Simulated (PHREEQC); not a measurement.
Consider water at 50 °C with 0.23 mol/kgw ZnSO4, 0.0011 mol/kgw Na2SO4 and 0.0024 mol/kgw HCl. Closed to the air; pH follows from the charge balance.

Model: ion-association model, phreeqc.dat, run in PHREEQC.

Problem. The ionic strength comes out as 0.435 mol/kgw. What activity coefficients do Zn+2, HSO4-, SO4-2, ZnCl+, Na+ get?

Solution. Zn+2 0.21, HSO4- 0.72, SO4-2 0.20, ZnCl+ 0.65, Na+ 0.71.

Precipitation was switched off in this run. Constants without temperature data keep their 25 °C values here.
